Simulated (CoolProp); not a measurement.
Vapour-liquid equilibrium of cyclohexane (1) + p-xylene (2) at 371.6 K; x and y are mole fractions of (1).

Model: multi-fluid Helmholtz-energy mixture model, Zhou 2014 and Zhou 2012; pair parameters Bell 2016, in CoolProp.

**Question.** Give the bubble pressure and the first vapour's composition at x = 0.05, 0.2, 0.35. Is there an azeotrope?

**Answer.** x = 0.05: 0.03977 MPa, y = 0.268; x = 0.2: 0.06508 MPa, y = 0.613; x = 0.35: 0.08710 MPa, y = 0.756. No azeotrope shows between x = 0.05 and 0.95.

Pair parameters are fitted to limited data, so mixtures are less certain than the pure fluids.
